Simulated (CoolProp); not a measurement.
The numbers come from the reference Helmholtz-energy equation of state, Gao 2022 in CoolProp.

Q: For n-perfluorohexane, give the phase and the Z, cp (kJ/(kg K)), cv (kJ/(kg K)), expansivity (1/kK) at 44.95 °C and 0.613 MPa.

A: 
- 44.95 °C and 0.613 MPa: liquid; Z 0.0484, cp 1.08, cv 0.880, expansivity 1.88
